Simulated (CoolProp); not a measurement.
Octamethylcyclotetrasiloxane (D4) along the isotherm 87.55 °C: density (kg/m³) from the reference equation and from simpler models built on Tc = 313.4 °C, pc = 1.347 MPa, ω = 0.598; each cubic takes its own stable root.

The numbers come from the reference Helmholtz-energy equation of state, Thol 2015 in CoolProp.

```csv
p (MPa),phase,reference
0.337,liquid,878.8
0.674,liquid,879.6
1.01,liquid,880.4
1.35,liquid,881.1
1.68,liquid,881.9
2.02,liquid,882.6
2.36,liquid,883.4
2.69,liquid,884.1
3.03,liquid,884.8
3.37,liquid,885.6
```

Question: How far does each simpler model (Soave-Redlich-Kwong, Peng-Robinson) lie from the reference over these 10 states: mean and median of the absolute difference, and the worst?

Answer: 
- Soave-Redlich-Kwong: mean 9.6 %, median 9.6 %, worst -9.9 % at 87.55 °C and 0.337 MPa
- Peng-Robinson: mean 1.6 %, median 1.6 %, worst +1.7 % at 87.55 °C and 3.37 MPa
